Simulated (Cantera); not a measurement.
**Thermodynamics of boron, boron nitride and boron oxide, feed B2O3 + H2 + N2**

Charge: 1 mol B2O3, 96 mol H2, 17 mol N2, equilibrated at 0.133 bar.

These are equilibrium values from Cantera (NASA tables, ideal gas, pure condensed phases), not measurements of a reactor. Candidate condensed phases: B, BN, B2O3, B3O3H3, H2O; 39 gas species. N2 is the only nitrogen source here; it is nearly inert below about 1500 K, so the nitride shown seldom forms there in practice. Mutual solubility and eutectic melting of coexisting phases are not modelled. Gases not in the tables: H3BO3. Equilibrium is a limit: real reactors are often held back by kinetics, nucleation or transport.

From 1202 °C to 1352 °C the condensed part is BN(s) + B2O3(l). At 1402 °C the condensed part is BN(s). From 1452 °C to 1552 °C nothing is condensed.

```tsv
T (°C)	x H2	x N2	x HBO	x HBO2	x B2O3	x H2O	n BN(s)	n B2O3(l)
1202	0.846	0.149	0.000492	0.00225	9.67e-5	0.00180	0.202	0.732
1252	0.844	0.149	0.00106	0.00346	0.000269	0.00176	0.223	0.601
1302	0.841	0.149	0.00215	0.00517	0.000699	0.00172	0.241	0.381
1352	0.836	0.148	0.00419	0.00750	0.00171	0.00167	0.242	0.00502
1402	0.835	0.149	0.00610	0.00645	0.00186	0.00127	0.0914	0
1452	0.834	0.149	0.00748	0.00579	0.00179	0.00118	0	0
1502	0.833	0.149	0.00782	0.00573	0.00164	0.00140	0	0
1552	0.832	0.149	0.00815	0.00563	0.00149	0.00164	0	0
```
x: gas mole fraction; n: condensed amount in mol.
